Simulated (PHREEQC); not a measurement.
Ca(OH)2 is added in steps, without added water, to 1 kg of water holding 0.011 mol HF, 0.0031 mol NH4HF2 and 0.0086 mol H3PO4, at 88 °C. Oxygen alone is held at its pressure in air (log pO2 = -0.68). CO2 from the air is kept out. Only these solids could form: Fluorite, Portlandite, Hydroxyapatite, Fluorapatite.

Base run: PHREEQC, ion-association model, wateq4f.dat. Each further column changes one thing. The table gives pH.

```
Ca(OH)2 added (mol)  base  metal-ligand complexes left out  all activity coefficients set to 1  Davies equation for every ion  Debye-Hückel limiting law
-------------------  ----  -------------------------------  ----------------------------------  -----------------------------  -------------------------
0                    2.54                             2.54                                2.54                           2.54                       2.54
0.003594             2.61                             2.61                                2.61                           2.61                       2.61
0.007906             2.81                             2.80                                2.80                           2.82                       2.82
0.0115               4.28                             4.19                                4.17                           4.29                       4.31
0.01509              4.64                             4.58                                4.55                           4.65                       4.66
0.01941              6.30                             6.30                                6.33                           6.30                       6.30
0.023                8.92                             8.92                                8.94                           8.92                       8.92
```

H3PO4, which wateq4f.dat lacks, is added to it with the constant of phreeqc.dat. Constants without temperature data keep their 25 °C values here.
